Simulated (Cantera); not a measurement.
Charge: 1 mol TEOS, 0.54 mol NO, 12 mol N₂, at 74.0 mbar.

Equilibrium computed with Cantera from the NASA thermochemical tables; the gas is ideal and each condensed phase is pure. Candidate condensed phases: C, C₆H₆, C₇H₈, C₈H₁₈, H₂O, Si, SiC, SiO₂, Si₂N₂O, Si₃N₄; 151 gas species. The feed counts by its element totals alone. The tables hold silica as quartz up to 1696 K and as liquid above; real silica turns to tridymite and cristobalite and melts near 1996 K. Equilibrium is a limit: real reactors are often held back by kinetics, nucleation or transport.

Question: Which condensed phases are stable at each of these points (T (K)): 1025, 1125, 1225, 1325, 1425, 1525, 1625, 1725?

Answer: 
```json
[
 {"T (K)": "1025", "condensed phases": "C(graphite) + SiO₂(β-quartz)", "Si condensed (%)": "100.0"},
 {"T (K)": "1125", "condensed phases": "C(graphite) + SiO₂(β-quartz)", "Si condensed (%)": "100.0"},
 {"T (K)": "1225", "condensed phases": "C(graphite) + SiO₂(β-quartz)", "Si condensed (%)": "100.0"},
 {"T (K)": "1325", "condensed phases": "C(graphite) + Si₂N₂O(s)", "Si condensed (%)": "100.0"},
 {"T (K)": "1425", "condensed phases": "C(graphite) + Si₂N₂O(s)", "Si condensed (%)": "100.0"},
 {"T (K)": "1525", "condensed phases": "C(graphite) + Si₂N₂O(s)", "Si condensed (%)": "99.9"},
 {"T (K)": "1625", "condensed phases": "C(graphite) + Si₂N₂O(s)", "Si condensed (%)": "99.1"},
 {"T (K)": "1725", "condensed phases": "C(graphite) + SiC(s)", "Si condensed (%)": "98.0"}
]
```

From 1025 K to 1225 K the condensed part is C(graphite) + SiO₂(β-quartz). From 1325 K to 1625 K the condensed part is C(graphite) + Si₂N₂O(s). At 1725 K the condensed part is C(graphite) + SiC(s).
